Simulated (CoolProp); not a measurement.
Properties of decamethyltetrasiloxane (MD2M) at several states.

Computed with CoolProp (reference Helmholtz-energy equation of state, Thol 2017).

```csv
T (K),p (kPa),phase,cp (kJ/(kg K)),Joule-Thomson coefficient (K/MPa)
319.7,866,liquid,1.777,-0.4205
252.8,14,liquid,1.619,-0.4921
516,322,liquid,2.231,0.2958
330.8,2620,liquid,1.801,-0.4121
378.3,32.2,liquid,1.916,-0.3321
487.7,363,liquid,2.157,0.02956
```
